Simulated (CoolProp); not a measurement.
Properties of carbonyl sulfide along the isotherm 558.6 K (Tc = 378.8 K, pc = 6369 kPa, ω = 0.098).

Values from CoolProp's reference Helmholtz-energy equation of state, Lemmon 2006. It is a short technical equation, of lower accuracy than the large ones.

```tsv
p (kPa)	phase	cp (kJ/(kg K))	cv (kJ/(kg K))	isothermal compressibility (1/MPa)	expansivity (1/kK)	fugacity coefficient
10.1	gas	0.8379	0.6994	99.02	1.791	0.9999
19.1	gas	0.8381	0.6995	52.37	1.792	0.9997
36.2	gas	0.8383	0.6995	27.64	1.794	0.9995
68.6	gas	0.8387	0.6996	14.59	1.797	0.9990
130	gas	0.8396	0.6998	7.707	1.803	0.9981
247	gas	0.8411	0.7001	4.063	1.814	0.9964
467	gas	0.8442	0.7007	2.156	1.835	0.9932
886	gas	0.8501	0.7018	1.143	1.877	0.9871
1680	gas	0.8618	0.7040	0.6101	1.959	0.9757
3180	gas	0.8859	0.7083	0.3295	2.125	0.9546
```
